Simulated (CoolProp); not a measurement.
50 sccm (0 °C, 1 atm) of nitrogen bubbles through liquid o-xylene at 298.9 K and leaves saturated at a total pressure of 0.0154 MPa (ideal gas phase). Each further row changes one setting.

The numbers come from the reference Helmholtz-energy equation of state, Zhou 2012 in CoolProp.

```tsv
case	vapour pressure (kPa)	mole fraction of vapour	delivery (mg/min)	delivery (sccm)	change of delivery for a bath 1 K warmer (%)
as stated	0.936	0.0608	[?]	3.24	6.4
bath temperature 303.9 K	[?]	0.0810	20.9	[?]	[?]
total pressure 0.0308 MPa	0.936	[?]	7.42	[?]	[?]
```

Fill in the missing entries.


- as stated, delivery (mg/min): 15.3
- bath temperature 303.9 K, vapour pressure (kPa): 1.25
- bath temperature 303.9 K, delivery (sccm): 4.41
- bath temperature 303.9 K, change of delivery for a bath 1 K warmer (%): 6.3
- total pressure 0.0308 MPa, mole fraction of vapour: 0.0304
- total pressure 0.0308 MPa, delivery (sccm): 1.57
- total pressure 0.0308 MPa, change of delivery for a bath 1 K warmer (%): 6.2
